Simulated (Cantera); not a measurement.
## Equilibrium for chlorosilane synthesis and conversion: Si + Cl2 + H2

A closed system holds: 1 mol Si, 0.5 mol Cl2, 15 mol H2, held at 0.700 bar.

Cantera equilibrium calculation (NASA polynomials, part measured and part estimated; ideal gas, pure solids and liquids). Candidate condensed phases: Si; 19 gas species. The tables' values for SiCl3 are old estimates; treat these amounts as uncertain. Gases not in the tables: Si2H6 and higher silanes. Kinetics and transport are ignored.

```tsv
T (K)	x H2	x HCl	x SiHCl3	x SiCl4	n Si(s)
573	0.981	1.17e-5	0.0101	0.00856	0.707
673	0.981	0.000111	0.00976	0.00875	0.708
773	0.980	0.000583	0.00938	0.00887	0.711
873	0.979	0.00207	0.00891	0.00878	0.717
973	0.977	0.00555	0.00822	0.00831	0.732
1073	0.972	0.0120	0.00713	0.00719	0.758
1173	0.965	0.0217	0.00549	0.00529	0.795
1273	0.956	0.0327	0.00343	0.00293	0.831
1373	0.949	0.0412	0.00161	0.00111	0.856
1473	0.946	0.0452	0.000611	0.000311	0.865
1573	0.945	0.0464	0.000222	8.23e-5	0.866
1673	0.945	0.0466	8.59e-5	2.36e-5	0.864
```
x: gas mole fraction; n: condensed amount in mol.

From 573 K to 1673 K the condensed part is Si(s). The main Si-bearing gas is SiHCl3 at 573 K and SiCl2 at 1673 K. The share of Si in condensed phases is highest at 1573 K (86.6 %) and lowest at 573 K (70.7 %).
